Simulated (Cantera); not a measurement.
Charge: 1 mol Si(CH3)4, 0.017 mol HCl, 290 mol H2, held at 1950 °C and 1000 Pa.

Method: chemical equilibrium by Gibbs-energy minimisation in Cantera with the NASA 1993 tables (ideal gas, pure condensed phases). Candidate condensed phases: C, C6H6, C7H8, C8H18, Si, SiC; 109 gas species. Gases not in the tables: Si2H6 and higher silanes. Equilibrium is a limit: real reactors are often held back by kinetics, nucleation or transport.

Base state: H2 0.932, H 0.0618, C2H2 (acetylene) 0.00271, Si 0.00268, SiC2 0.000281, SiH 0.000109, Si2C 8.60e-5, HCl 5.28e-5 (mole fractions); condensed: C(graphite).

**Question.** What changes in the equilibrium state with this change: temperature from 1950 °C to 1700 °C?

**Answer.** 
```json
[
 {"species": "H2", "before": "0.932", "after": "0.986"},
 {"species": "H", "before": "0.0618", "after": "0.0134"},
 {"species": "C2H2 (acetylene)", "before": "0.00271", "after": "0.000631"},
 {"species": "Si", "before": "0.00268", "after": "0.000156"},
 {"species": "SiC2", "before": "0.000281", "after": "5.70e-6"},
 {"species": "Si2C", "before": "8.60e-5", "after": "3.82e-6"},
 {"species": "SiH", "before": "0.000109", "after": "1.12e-5"},
 {"species": "SiH2", "before": "1.80e-5", "after": "4.44e-6"},
 {"species": "HCl", "before": "5.28e-5", "after": "5.64e-5"},
 {"species": "C(graphite), mol", "before": "2.13", "after": "2.67"},
 {"species": "SiC(s), mol", "before": "0", "after": "0.945"}
]
```
